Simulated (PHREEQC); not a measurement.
Make-up at 25 °C: 160 mmol/kgw NH4HF2. Closed to the air; pH follows from the charge balance.

Computed with PHREEQC (ion-association model, phreeqc.dat).

No solid was allowed to form.

Task: What pH, density does the model give?

Result: pH 3.03; density 1.001 g/cm³.

Task: In which forms is F present?

Result: F- 35 %, HF 35 %, HF2- 30 % of the F.

Complexes and solids missing from the database can't appear.
